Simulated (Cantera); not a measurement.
A perfectly stirred reactor is fed with CH₄ : H₂O : H₂ = 1 : 0.59 : 0.14 (molar parts), at 1.01 bar; it is held at 1475 K, and followed from long to short residence time.

Cantera simulation using GRI-Mech 3.0 (53 species, 325 reactions); the numbers are that mechanism's predictions, not measurements. GRI-Mech 3.0 stops at C3 and has no aromatics, soot or wall deposition, so with more carbon than oxygen in the feed, carbon stays in small species such as C2H2 where larger ones or solid carbon would form.

| quantity | before | after |
|---|---|---|
| x(CH₄) at τ = 0.600 s | 0.342 | 0.392 |
| x(H₂O) at τ = 0.600 s | 0.288 | 0.292 |
| x(H₂) at τ = 0.600 s | 0.293 | 0.246 |
| x(HCO) at τ = 0.600 s | 8.18e-11 | 4.42e-10 |
| x(CO₂) at τ = 0.600 s | 0.000394 | 0.00310 |
| x(CH₄) at τ = 4.40 ms | 0.575 | 0.564 |
| x(H₂O) at τ = 4.40 ms | 0.341 | 0.339 |
| x(H₂) at τ = 4.40 ms | 0.0832 | 0.0910 |
| x(HCO) at τ = 4.40 ms | 3.92e-11 | 2.24e-11 |
| x(CO₂) at τ = 4.40 ms | 3.38e-9 | 2.07e-7 |

Task: Name the change that produced these shifts.
A. pressure from 1.01 bar to 0.270 bar
B. temperature 1475 to 1225 K
C. H2O 0.59 to 0.13 parts
D. pressure from 1.01 bar to 18.0 bar

Result: D, pressure from 1.01 bar to 18.0 bar
